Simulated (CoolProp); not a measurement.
Values from CoolProp's reference Helmholtz-energy equation of state, Schmidt 1985.

Give the vapour pressure (MPa), vapour density (kg/m³), surface tension (mN/m), vapour viscosity (µPa s) of saturated oxygen at -159.95, -152.05, -149.45 °C.


```
T (°C)   p (MPa)  vapour density (kg/m³)  surface tension (mN/m)  vapour viscosity (µPa s)
-------  -------  ----------------------  ----------------------  ------------------------
-159.95    0.673                    26.1                    7.65                      8.82
-152.05     1.09                    41.9                    5.90                      9.53
-149.45     1.26                    48.5                    5.34                      9.78
```

Viscosity comes from a separate model (Lemmon 2004). Surface tension comes from a separate correlation (Mulero 2012).
